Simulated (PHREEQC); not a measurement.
1 kg of water holding 0.31 mol Na2CO3 and 0.26 mol Na2SO4 is evaporated at 5 °C; the solids stay in contact with the brine. CO2 from the air is kept out. Solids allowed: Burkeite, Mirabilite, Nahcolite, Natron, Thenardite, Trona. Others were left out.

The numbers come from PHREEQC with the Pitzer model, pitzer.dat.

Question: Predict ionic strength at water left (kg) = 1, 0.8219, 0.6659, 0.1691.

Answer: 
| water left (kg) | ionic strength |
|---|---|
| 1 | 1.71 |
| 0.8219 | 2.08 |
| 0.6659 | 2.32 |
| 0.1691 | 6.25 |

At this temperature some constants are extrapolated from 25 °C, and those without enthalpy data are left unchanged.
